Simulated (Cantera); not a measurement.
**Hydrogen reduction and annealing atmospheres: SiO₂ + H₂ + N₂**

Input: 1 mol SiO₂, 900 mol H₂, 2.5 mol N₂, at 850 °C and 76.0 Pa.

These are equilibrium values from Cantera (NASA tables, ideal gas, pure condensed phases), not measurements of a reactor. Candidate condensed phases: H₂O, Si, SiO₂, Si₂N₂O, Si₃N₄; 35 gas species. N₂ is the only nitrogen source here; it is nearly inert below about 1500 K, so the nitride shown seldom forms there in practice. Mutual solubility and eutectic melting of coexisting phases are not modelled. Rates play no part.

- x(H₂) = 0.997
- x(N₂) = 0.00277
- x(H₂O) = 3.31e-6
- x(H) = 1.55e-6
- n(SiO₂(β-quartz)) = 0.998 mol
- n(Si₂N₂O(s)) = 0.000910 mol
- gas amount = 902.5 mol
- log10 activity of Si(s) (absent) = -4.73
